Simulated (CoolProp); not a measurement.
n-perfluorobutane along the isobar 0.779 MPa: fugacity coefficient from the reference equation and from simpler models built on Tc = 113.2 °C, pc = 2.322 MPa, ω = 0.372; each cubic takes its own stable root.

Computed with CoolProp (reference Helmholtz-energy equation of state, Gao 2022).

| T (°C) | phase | reference |
|---|---|---|
| -18.55 | liquid | 0.06489 |
| -5.45 | liquid | 0.1135 |
| 7.65 | liquid | 0.1852 |
| 20.75 | liquid | 0.2844 |
| 33.85 | liquid | 0.4148 |
| 46.95 | liquid | 0.5781 |
| 60.05 | liquid | 0.7741 |
| 73.15 | gas | 0.8427 |
| 86.25 | gas | 0.8618 |
| 99.35 | gas | 0.8781 |
| 112.35 | gas | 0.8920 |
| 125.45 | gas | 0.9041 |
| 138.55 | gas | 0.9147 |
| 151.65 | gas | 0.9240 |
| 164.75 | gas | 0.9323 |

Question: How far does each simpler model (van der Waals, Redlich-Kwong, Soave-Redlich-Kwong) lie from the reference over these 15 states: mean and median of the absolute difference, and the worst?

Answer: 
- van der Waals: mean 96.2 %, median 3.4 %, worst +524.7 % at -18.55 °C and 0.779 MPa
- Redlich-Kwong: mean 31.3 %, median 1.1 %, worst +134.7 % at -18.55 °C and 0.779 MPa
- Soave-Redlich-Kwong: mean 0.5 %, median 0.5 %, worst -0.8 % at 73.15 °C and 0.779 MPa

At some of these states van der Waals, Redlich-Kwong gives the other phase, because its saturation line lies elsewhere.
